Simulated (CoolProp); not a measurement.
A closed Brayton cycle with carbon dioxide: compressor inlet 308.15 K and 7.9 MPa, high pressure 18.8 MPa, turbine inlet 905 K, compressor efficiency 0.89, turbine efficiency 0.93, recuperator effectiveness 0 (on enthalpy, no pinch check). Each further row changes one setting.

The numbers come from the reference Helmholtz-energy equation of state, Span 1996 in CoolProp.

```json
[
 {"case": "as stated", "thermal efficiency (%)": "14.1", "net work (kJ/kg)": "105", "compressor to turbine work": "0.20", "compressor exit (K)": "357.4", "turbine exit (K)": "791.5"},
 {"case": "turbine inlet 855 K", "thermal efficiency (%)": "14.2", "net work (kJ/kg)": "96.8", "compressor to turbine work": "0.21", "compressor exit (K)": "357.4", "turbine exit (K)": "745.6"},
 {"case": "compressor inlet 318.15 K", "thermal efficiency (%)": "13.7", "net work (kJ/kg)": "92.7", "compressor to turbine work": "0.29", "compressor exit (K)": "386.7", "turbine exit (K)": "791.5"},
 {"case": "high pressure 16 MPa", "thermal efficiency (%)": "11.6", "net work (kJ/kg)": "87.5", "compressor to turbine work": "0.19", "compressor exit (K)": "348.1", "turbine exit (K)": "812.0"},
 {"case": "recuperator effectiveness 0.5", "thermal efficiency (%)": "21.4", "net work (kJ/kg)": "105", "compressor to turbine work": "0.20", "compressor exit (K)": "357.4", "turbine exit (K)": "791.5"}
]
```
